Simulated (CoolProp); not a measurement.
Saturation properties of R365MFC.

Model: reference Helmholtz-energy equation of state, Lemmon 2016, in CoolProp.

| T (K) | p (MPa) | liquid density (kg/m³) | vapour density (kg/m³) |
|---|---|---|---|
| 284.2 | … | 1286 | 1.996 |
| 295.6 | 0.05115 | 1262 | 3.170 |
| 307 | 0.08021 | 1238 | 4.841 |
| 318.3 | 0.1207 | 1213 | … |
| 329.7 | 0.1763 | 1187 | 10.21 |
| 341.1 | 0.2501 | 1160 | 14.29 |
| 352.5 | … | 1131 | 19.58 |
| 363.8 | 0.4657 | 1101 | 26.29 |
| 375.2 | 0.6166 | 1070 | 34.91 |
| 386.6 | … | … | 45.84 |
| 397.9 | 1.025 | 998.5 | … |
| 409.3 | 1.295 | 957.3 | … |
| 420.7 | 1.617 | 910.5 | 101.2 |
| 432.1 | 1.999 | 855.3 | 133.4 |

Some entries are withheld; supply them.


- 284.2, p (MPa): 0.03122
- 318.3, vapour density (kg/m³): 7.122
- 352.5, p (MPa): 0.3456
- 386.6, p (MPa): 0.8020
- 386.6, liquid density (kg/m³): 1035
- 397.9, vapour density (kg/m³): 59.64
- 409.3, vapour density (kg/m³): 77.56

It boils at 313.3 K under 1 atm.
